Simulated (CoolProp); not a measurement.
A single-stage vapour-compression cycle with hydrogen sulfide: evaporating at 222.15 K (dew point), condensing at 290.15 K (bubble point), superheat 0 K, subcooling 2 K, compressor efficiency 0.85, no pressure losses. Each further row changes one setting.

Model: reference Helmholtz-energy equation of state, Lemmon 2006, in CoolProp. It is a short technical equation, of lower accuracy than the large ones.

```csv
case,cooling COP,pressure ratio,discharge temperature (K),refrigerating effect (kJ/kg),volumetric capacity (kJ/m³)
as stated,___,10.4,422.3,399,1210
evaporating temperature 227.15 K,___,8.30,407.1,403,1500
condensing temperature 285.15 K,2.28,9.10,408.2,410,1240
subcooling 7 K,2.11,10.4,422.3,410,1240
superheat 10 K,2.01,10.4,440.2,410,___
compressor efficiency 0.75,1.82,10.4,445.4,399,1210
```

Q: Some entries are withheld; supply them.

A: 
- as stated, cooling COP: 2.06
- evaporating temperature 227.15 K, cooling COP: 2.33
- superheat 10 K, volumetric capacity (kJ/m³): 1180
